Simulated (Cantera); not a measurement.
Silicon epitaxy and polysilicon growth: SiH4 + Cl2 + N2

Feed: 1 mol SiH4, 0.0056 mol Cl2, 15 mol N2, at 1452 °C and 14.0 mbar.

Cantera equilibrium calculation (NASA polynomials, part measured and part estimated; ideal gas, pure solids and liquids). Candidate condensed phases: NH4Cl, Si, Si3N4; 28 gas species. The numbers say what is thermodynamically allowed, not how fast it happens.

| Quantity | Value |
|---|---|
| x(N2) | 0.877 |
| x(H2) | 0.122 |
| x(HCl) | 0.000673 |
| x(H) | 0.000548 |
| x(Si) | 2.48e-5 |
| x(SiCl2) | 4.39e-6 |
| x(Cl) | 2.35e-6 |
| x(SiN) | 1.53e-6 |
| x(SiH) | 1.46e-6 |
| n(Si3N4(s)) | 0.333 mol |
| gas amount | 16.34 mol |
| log10 activity of Si(l) (absent) | -0.47 |
